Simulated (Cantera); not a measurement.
A closed system holds: 1 mol V, 18 mol H2O, equilibrated at 10.0 mbar.

These are equilibrium values from Cantera (NASA tables, ideal gas, pure condensed phases), not measurements of a reactor. Candidate condensed phases: H2O, V, VO, V2O3, V2O4, V2O5; 12 gas species. Condensed phases not in the tables: the oxides between V2O3 and V2O5 other than VO2. The numbers say what is thermodynamically allowed, not how fast it happens.

What share of the V ends up in condensed phases as a function of T (°C), at 1327, 1377, 1427, 1477, 1527, 1577, 1627?


```
T (°C)  V condensed (%)       as
------  ---------------  -------
1327              100.0  V2O3(s)
1377               99.9  V2O3(s)
1427               99.7  V2O3(s)
1477               99.1  V2O3(s)
1527               97.9  V2O3(s)
1577               95.2  V2O3(s)
1627               89.5  V2O3(s)
```
